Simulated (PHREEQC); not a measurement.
Solution (25 °C): 1.2 mol NaBr and 0.074 mol CaCl2 per kg of water. Closed to the air; pH follows from the charge balance.

The numbers come from PHREEQC with the Pitzer model, pitzer.dat.

```
Quantity                   Result
-------------------  ------------
ionic strength       1.42 mol/kgw
activity of water           0.955
density               1.093 g/cm³
osmotic coefficient         0.984
```

```json
[
 {"species": "Br-", "molality": "1.20", "activity": "0.751", "log γ": "-0.203"},
 {"species": "Na+", "molality": "1.20", "activity": "0.937", "log γ": "-0.108"},
 {"species": "Cl-", "molality": "0.148", "activity": "0.0867", "log γ": "-0.232"},
 {"species": "Ca+2", "molality": "0.0740", "activity": "0.0260", "log γ": "-0.455"},
 {"species": "H+", "molality": "1.40e-7", "activity": "1.62e-7", "log γ": "0.063"},
 {"species": "OH-", "molality": "1.40e-7", "activity": "5.95e-8", "log γ": "-0.373"}
]
```

This is a speciation only: nothing precipitates in the calculation. Species that the database lacks are ignored.
